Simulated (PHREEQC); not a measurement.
## Metal-bearing waste water: an equilibrium model

Dissolve 0.00885 mol/kgw CuSO4 and 3.1e-05 mol/kgw HCl at 25 °C. Closed to the air; pH follows from the charge balance.

Model: ion-association model, wateq4f.dat, run in PHREEQC.

Precipitation was switched off in this run.

Task: Estimate the pH, ionic strength.

Result: pH 4.62; ionic strength 0.0253 mol/kgw.

Task: In which forms is Cu present?

Result: Cu+2 71 %, CuSO4 29 % of the Cu.

The solution is supersaturated, for example in Antlerite, Brochantite, so a real one may precipitate; this is no full list. Complexes and solids missing from the database can't appear.
